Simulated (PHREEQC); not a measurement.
Consider water at 25 °C with 150 mmol/kgw HF, 1.1 mmol/kgw NH4HF2, 1.1 mmol/kgw H4SiO4 and 0.09 mmol/kgw H3PO4. Closed to the air; pH follows from the charge balance.

All values are PHREEQC results (ion-association model, wateq4f.dat), not measurements.

The ionic strength comes out as 0.0129 mol/kgw. What activity coefficients do F-, NH4+, SiF6-2, HF2-, H+ get?

F- 0.89, NH4+ 0.89, SiF6-2 0.64, HF2- 0.89, H+ 0.91.

This is a speciation only: nothing precipitates in the calculation. Complexes and solids missing from the database can't appear. wateq4f.dat counts part of the HF as a dimer, H2F2, which phreeqc.dat doesn't know; its constant is uncertain. H3PO4, which wateq4f.dat lacks, is added to it with the constant of phreeqc.dat. SiF6-2 is the database's only silicon fluoride.
